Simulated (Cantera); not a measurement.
A perfectly stirred reactor is fed with NH3 : H2 = 1 : 0.45 (molar parts), at 10.00 Torr; it is held at 2000 K, and followed from long to short residence time.

Computed with Cantera and the gas-phase N/H chemistry of the illustrative SiF4/NH3 mechanism in the Surface Chemkin manual (1991). Walls and surfaces, which speed up NH3 decomposition in real reactors, are not modelled.

Problem. Predict: x(NH3) at τ = 1.80 s; x(H2) at τ = 1.80 s; x(N2H2) at τ = 1.80 s; x(NH) at τ = 1.80 s; x(NH2) at τ = 1.80 s; x(NH3) at τ = 65.0 ms; x(H2) at τ = 65.0 ms; x(N2H2) at τ = 65.0 ms; x(NH) at τ = 65.0 ms; x(NH2) at τ = 65.0 ms.

Solution. 
```
Property                  Result
----------------------  --------
x(NH3) at τ = 1.80 s       0.259
x(H2) at τ = 1.80 s        0.613
x(N2H2) at τ = 1.80 s    2.47e-6
x(NH) at τ = 1.80 s      1.78e-5
x(NH2) at τ = 1.80 s    0.000654
x(NH3) at τ = 65.0 ms      0.651
x(H2) at τ = 65.0 ms       0.337
x(N2H2) at τ = 65.0 ms   8.07e-6
x(NH) at τ = 65.0 ms     2.11e-5
x(NH2) at τ = 65.0 ms    0.00120
```
